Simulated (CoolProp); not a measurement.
Vapour-liquid equilibrium of diethyl ether (1) + benzene (2) at 385.4 K; x and y are mole fractions of (1).

Model: multi-fluid Helmholtz-energy mixture model, Thol 2014 and Thol 2012; pair parameters Bell 2016, in CoolProp.

```csv
x,bubble pressure (bar),y at the bubble point,dew pressure at overall composition x (bar),liquid density (mol/L)
0.05,2.766,0.141,2.575,9.847
0.15,3.336,0.351,2.787,9.664
0.25,3.910,0.501,3.037,9.479
0.35,4.490,0.615,3.334,9.292
0.45,5.078,0.706,3.695,9.103
0.55,5.677,0.779,4.139,8.910
0.65,6.289,0.841,4.699,8.711
0.75,6.917,0.894,5.424,8.507
0.85,7.563,0.940,6.389,8.295
0.95,8.231,0.981,7.719,8.073
```

No azeotrope shows between x = 0.05 and 0.95.

The pair parameters rest on a limited set of measurements; away from them the model extrapolates.
